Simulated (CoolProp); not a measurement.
Vapour-liquid equilibrium of R114 (1) + n-hexane (2) at 351.2 K; x and y are mole fractions of (1).

The numbers come from the multi-fluid Helmholtz-energy mixture model, Platzer 1990 and Thol 2019; pair parameters Bell 2016 in CoolProp. This equation is an older, rougher fit; its heat capacities, sound speeds and derivatives of the liquid may be far off and weren't checked against measurements.

```json
[
 {"x": "0.05", "bubble pressure, mixture model (MPa)": "0.1893", "bubble pressure, Raoult's law (MPa)": "0.1724", "y, mixture model": "0.308", "y, Raoult's law": "0.258"},
 {"x": "0.15", "bubble pressure, mixture model (MPa)": "0.2886", "bubble pressure, Raoult's law (MPa)": "0.2481", "y, mixture model": "0.574", "y, Raoult's law": "0.539"},
 {"x": "0.25", "bubble pressure, mixture model (MPa)": "0.3760", "bubble pressure, Raoult's law (MPa)": "0.3237", "y, mixture model": "0.696", "y, Raoult's law": "0.688"},
 {"x": "0.35", "bubble pressure, mixture model (MPa)": "0.4537", "bubble pressure, Raoult's law (MPa)": "0.3993", "y, mixture model": "0.768", "y, Raoult's law": "0.781"},
 {"x": "0.45", "bubble pressure, mixture model (MPa)": "0.5241", "bubble pressure, Raoult's law (MPa)": "0.4749", "y, mixture model": "0.818", "y, Raoult's law": "0.844"},
 {"x": "0.55", "bubble pressure, mixture model (MPa)": "0.5899", "bubble pressure, Raoult's law (MPa)": "0.5506", "y, mixture model": "0.857", "y, Raoult's law": "0.890"},
 {"x": "0.65", "bubble pressure, mixture model (MPa)": "0.6535", "bubble pressure, Raoult's law (MPa)": "0.6262", "y, mixture model": "0.890", "y, Raoult's law": "0.925"},
 {"x": "0.75", "bubble pressure, mixture model (MPa)": "0.7171", "bubble pressure, Raoult's law (MPa)": "0.7018", "y, mixture model": "0.921", "y, Raoult's law": "0.952"},
 {"x": "0.85", "bubble pressure, mixture model (MPa)": "0.7831", "bubble pressure, Raoult's law (MPa)": "0.7774", "y, mixture model": "0.951", "y, Raoult's law": "0.974"},
 {"x": "0.95", "bubble pressure, mixture model (MPa)": "0.8535", "bubble pressure, Raoult's law (MPa)": "0.8531", "y, mixture model": "0.983", "y, Raoult's law": "0.992"}
]
```

The largest gap from Raoult's law is +16.3 % in bubble pressure, at x = 0.15. No azeotrope shows between x = 0.05 and 0.95.

The pair parameters rest on a limited set of measurements; away from them the model extrapolates.
